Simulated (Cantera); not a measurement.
# Thermodynamics of silicon carbide growth, feed Si(CH₃)₄ + CH₄ + H₂

Input: 1 mol Si(CH₃)₄, 0.013 mol CH₄, 1900 mol H₂, held at 13300 Pa.

Cantera equilibrium calculation (NASA polynomials, part measured and part estimated; ideal gas, pure solids and liquids). Candidate condensed phases: C, C₆H₆, C₇H₈, C₈H₁₈, Si, SiC; 87 gas species. Gases not in the tables: Si₂H₆ and higher silanes. The numbers say what is thermodynamically allowed, not how fast it happens.

| T (K) | x H₂ | x H | x C₂H₂ (acetylene) | x Si | x CH₄ | n C(graphite) | n SiC(s) |
|---|---|---|---|---|---|---|---|
| 1950 | 0.996 | 0.00313 | 0.000544 | 8.10e-6 | 6.44e-5 | 0.826 | 0.972 |
| 2025 | 0.994 | 0.00525 | 0.000781 | 2.81e-5 | 4.88e-5 | 0 | 0.913 |
| 2100 | 0.990 | 0.00849 | 0.000837 | 0.000102 | 3.30e-5 | 0 | 0.707 |
| 2175 | 0.985 | 0.0133 | 0.000979 | 0.000322 | 2.40e-5 | 0 | 0.109 |
| 2250 | 0.978 | 0.0201 | 0.00101 | 0.000393 | 1.68e-5 | 0 | 0 |
| 2325 | 0.969 | 0.0297 | 0.00101 | 0.000416 | 1.18e-5 | 0 | 0 |
| 2400 | 0.956 | 0.0426 | 0.00100 | 0.000430 | 8.40e-6 | 0 | 0 |
x: gas mole fraction; n: condensed amount in mol.

At 1950 K the condensed part is C(graphite) + SiC(s). From 2025 K to 2175 K the condensed part is SiC(s). From 2250 K to 2400 K nothing is condensed. The main Si-bearing gas is Si throughout.
